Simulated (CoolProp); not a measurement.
A simple Rankine cycle with c-C4F8 (RC318): condensing at 300.15 K, boiler at 1.42 MPa, turbine inlet 357.7 K, turbine efficiency 0.9, pump efficiency 0.8, no recuperator. Each further row changes one setting.

Computed with CoolProp (reference Helmholtz-energy equation of state, Platzer 1990). This equation is an older, rougher fit; its heat capacities, sound speeds and derivatives of the liquid may be far off and weren't checked against measurements.

```json
[
 {"case": "as stated", "thermal efficiency (%)": "10.4", "net work (kJ/kg)": "14.4", "heat in (kJ/kg)": "138", "turbine exit temperature (K)": "324.6", "volume ratio over the turbine": "5.12"},
 {"case": "turbine inlet 377.7 K", "thermal efficiency (%)": "10.1", "net work (kJ/kg)": "16.1", "heat in (kJ/kg)": "159", "turbine exit temperature (K)": "347.1", "volume ratio over the turbine": "4.76"},
 {"case": "condensing temperature 292.15 K", "thermal efficiency (%)": "11.7", "net work (kJ/kg)": "17.2", "heat in (kJ/kg)": "147", "turbine exit temperature (K)": "320.2", "volume ratio over the turbine": "6.66"},
 {"case": "boiler pressure 0.994 MPa", "thermal efficiency (%)": "8.2", "net work (kJ/kg)": "11.9", "heat in (kJ/kg)": "145", "turbine exit temperature (K)": "335.6", "volume ratio over the turbine": "3.20"},
 {"case": "turbine efficiency 0.8", "thermal efficiency (%)": "9.2", "net work (kJ/kg)": "12.7", "heat in (kJ/kg)": "138", "turbine exit temperature (K)": "326.6", "volume ratio over the turbine": "5.16"}
]
```
